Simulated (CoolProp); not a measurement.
Computed with CoolProp (reference Helmholtz-energy equation of state, Thol 2017).

Question: For octamethyltrisiloxane (MDM), give the phase and the cv (kJ/(kg K)), speed of sound (m/s), Joule-Thomson coefficient (K/MPa), fugacity coefficient at 519.3 K and 1.01 bar; 544.6 K and 1.01 bar.

Answer: 
- 519.3 K and 1.01 bar: gas; cv 1.94, speed of sound 132, Joule-Thomson coefficient 12.0, fugacity coefficient 0.968
- 544.6 K and 1.01 bar: gas; cv 2.00, speed of sound 136, Joule-Thomson coefficient 10.2, fugacity coefficient 0.973
